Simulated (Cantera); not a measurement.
Feed: 1 mol Ca(OH)2, 1.6 mol H2, 0.44 mol CO2, held at 675 °C and 54.0 mbar.

Method: chemical equilibrium by Gibbs-energy minimisation in Cantera with the NASA 1993 tables (ideal gas, pure condensed phases). Candidate condensed phases: C, C6H6, C7H8, C8H18, Ca, CaCO3, CaO, Ca(OH)2, H2O; 115 gas species. The numbers say what is thermodynamically allowed, not how fast it happens.

Base state: H2 0.468, H2O 0.387, CO2 0.0867, CO 0.0580 (mole fractions); condensed: CaO(s).

What changes in the equilibrium state with this change: H2 from 1.6 to 0.18 mol?


```csv
species,before,after
H2O,0.387,0.637
CO2,0.0867,0.252
H2,0.468,0.0912
CO,0.0580,0.0199
"CaO(s), mol",1.00,1.00
```
